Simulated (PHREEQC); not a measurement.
A column of 0.2 m (40 cells, dispersivity 0.016 m, 720 s a shift, diffusion coefficient 3e-10 m²/s) holds 0.14 eq of the database's cation exchanger X per kg of pore water, first in equilibrium with 8.3 mmol/kgw CaCl2 and 0.01 mmol/kgw HCl. It is flushed with 0.037 mol CdCl2, 0.049 mol KCl and 1e-05 mol HCl per kg of water, at 15 °C. Values are for the last cell. No CO2 enters from the air. Precipitation was switched off in this run.

The series has 34 steps of pore volumes, from 0 to 4.963.

Equilibrium calculation in PHREEQC: ion-association model, phreeqc.dat.

Q: After how many pore volumes does K at the outlet first reach half of its feed value?

A: By 2.7 pore volumes.

Q: After how many pore volumes does Cd at the outlet first reach half of its feed value?

A: By 1.4 pore volumes.

Species that the database lacks are ignored.
